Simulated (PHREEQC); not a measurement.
Make-up at 25 °C: 0.032 mol ZnSO4, 0.0046 mol Na2SO4 and 0.00046 mol MnSO4 per kg of water. Closed to the air; pH follows from the charge balance.

Model: ion-association model, phreeqc.dat, run in PHREEQC.

This is a speciation only: nothing precipitates in the calculation.

Q: What pH, density, ionic strength does the model give?

A: pH 5.67; density 1.003 g/cm³; ionic strength 0.0840 mol/kgw.

Q: In which forms is S present?

A: SO4-2 54 %, ZnSO4 34 %, Zn(SO4)2-2 11 %, NaSO4- 0.9 % of the S.
